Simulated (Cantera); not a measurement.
Mixture: 3.96 % CH4, 0.234 % CO, 20.1 % O2, 75.7 % N2, at 690000 Pa, adiabatic and at constant pressure. Ignition delay is the time to a rise of 400 K.

Detailed kinetics in Cantera: GRI-Mech 3.0 (53 species, 325 reactions).

Predict: delay at 1000 K; delay at 1150 K; delay at 1300 K; delay at 1450 K; delay at 1600 K; apparent activation energy between 1450 and 1600 K.


| Property | Value |
|---|---|
| delay at 1000 K | 0.107 s |
| delay at 1150 K | 9.57 ms |
| delay at 1300 K | 1.44 ms |
| delay at 1450 K | 0.298 ms |
| delay at 1600 K | 80.5 µs |
| apparent activation energy between 1450 and 1600 K | 170 kJ/mol |
